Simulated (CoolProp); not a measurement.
Oxygen at 330.32 K and 2.62 MPa flows at 3.7 m/s in a round tube of 25 mm bore and 15 µm roughness, fully developed (64/Re and Nu = 3.66 if laminar; Colebrook and Gnielinski if turbulent). Each further row changes one setting.

Model: reference Helmholtz-energy equation of state, Schmidt 1985, in CoolProp.

| case | Reynolds number | Darcy friction factor | pressure drop (Pa/m) | heat-transfer coefficient (W/(m² K)) | mass flow (kg/h) |
|---|---|---|---|---|---|
| as stated | 125000 | 0.0202 | 170 | 310 | 201 |
| velocity 7.4 m/s | 250000 | 0.0190 | 640 | [?] | 403 |
| diameter 50 mm | 250000 | [?] | 72.9 | [?] | 805 |

Q: Complete the blanks.

A: 
- velocity 7.4 m/s, heat-transfer coefficient (W/(m² K)): 583
- diameter 50 mm, Darcy friction factor: 0.0173
- diameter 50 mm, heat-transfer coefficient (W/(m² K)): 264

Above 300 K oxygen's equation is extrapolated.

Viscosity comes from a separate model (Lemmon 2004). Thermal conductivity comes from a separate model (Lemmon 2004).
